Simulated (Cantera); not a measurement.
Input: 1 mol B, 0.47 mol NH3, 3 mol N2, at 24.0 mbar.

These are equilibrium values from Cantera (NASA tables, ideal gas, pure condensed phases), not measurements of a reactor. Candidate condensed phases: B, BN; 15 gas species. Kinetics and transport are ignored. All values below are at 1775 K.

Base state: N2 0.795, H2 0.204, H 0.000845 (mole fractions); condensed: BN(s).

**Question.** What changes in the equilibrium state with this change: pressure from 24.0 mbar to 1.40 mbar?

**Answer.** 
```
species       before    after
----------  --------  -------
N2             0.795    0.794
H2             0.204    0.203
H           0.000845  0.00348
BN(s), mol     1.000    1.000
```
